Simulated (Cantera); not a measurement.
Mixture: 32.6 % H₂, 11.6 % O₂, 55.8 % N₂, at 5.10 bar, adiabatic and at constant volume. Ignition delay is the time to a rise of 400 K.

Model: the H2/O2 subset of GRI-Mech 3.0, which has no nitrogen chemistry, integrated in Cantera. The hydrogen kinetics of GRI-Mech 3.0 are dated; newer H2 mechanisms differ, most at raised pressure. Where the delays flatten at high temperature, the 400 K rule measures the pace of heat release, not the induction time.

Predict: delay at 1050 K; delay at 1200 K; delay at 1350 K; delay at 1500 K; delay at 1650 K.


- delay at 1050 K: 2.50 ms
- delay at 1200 K: 18.3 µs
- delay at 1350 K: 5.64 µs
- delay at 1500 K: 3.07 µs
- delay at 1650 K: 2.03 µs
